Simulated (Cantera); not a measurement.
Ignition delay

Mixture: CH₄ : H₂ : O₂ : N₂ : H₂O = 1 : 0.35 : 4.94 : 17.3 : 2 (molar parts), equivalence ratio 0.44, at 8.40 bar, adiabatic and at constant pressure. Ignition delay is the time to a rise of 400 K.

Computed with Cantera and GRI-Mech 3.0 (53 species, 325 reactions).

```json
[
 {"T0 (K)": "1100", "delay (ms)": "3.62"},
 {"T0 (K)": "1200", "delay (ms)": "0.793"},
 {"T0 (K)": "1300", "delay (ms)": "0.267"},
 {"T0 (K)": "1400", "delay (ms)": "0.115"},
 {"T0 (K)": "1500", "delay (ms)": "0.0557"},
 {"T0 (K)": "1600", "delay (ms)": "0.0289"},
 {"T0 (K)": "1700", "delay (ms)": "0.0159"}
]
```

| Quantity | Result |
|---|---|
| apparent activation energy between 1500 and 1700 K | 130 kJ/mol |
